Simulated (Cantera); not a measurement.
Feed: 1 mol HgO, 0.71 mol H₂, at 1400 K and 36.8 Torr.

Cantera equilibrium calculation (NASA polynomials, part measured and part estimated; ideal gas, pure solids and liquids). Candidate condensed phases: H₂O, Hg, HgO; 10 gas species. Equilibrium is a limit: real reactors are often held back by kinetics, nucleation or transport.

Base state: Hg 0.539, H₂O 0.383, O₂ 0.0781, OH 1.00e-4 (mole fractions); condensed: gas only.

What changes in the equilibrium state with this change: H₂ from 0.71 to 12 mol?


```
species   before    after
-------  -------  -------
H₂       2.79e-6    0.846
Hg         0.539   0.0769
H₂O        0.383   0.0769
O₂        0.0781    <1e-9
OH       1.00e-4  3.65e-8
H        3.67e-8  2.02e-5
```
